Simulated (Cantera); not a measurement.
An adiabatic, constant-pressure homogeneous reactor starts with CH₄ : CO : O₂ : N₂ : CO₂ = 1 : 0.085 : 4.64 : 17.5 : 4.2 (molar parts), at 1473 K and 10.0 bar.

Cantera simulation using GRI-Mech 3.0 (53 species, 325 reactions); the numbers are that mechanism's predictions, not measurements.

One state of this run: T (K) = 2172; x CH₄ = <1e-12; x CO = 0.00100; x O₂ = 0.0913; x H₂O = 0.0720; x H = 1.31e-5. x: mole fraction; the columns are a selection and need not sum to one.

Task: Which value of t (s) does it belong to?
A) 0.336
B) 5.97e-6
C) 1.78e-5
D) 5.32e-5

Result: A, 0.336
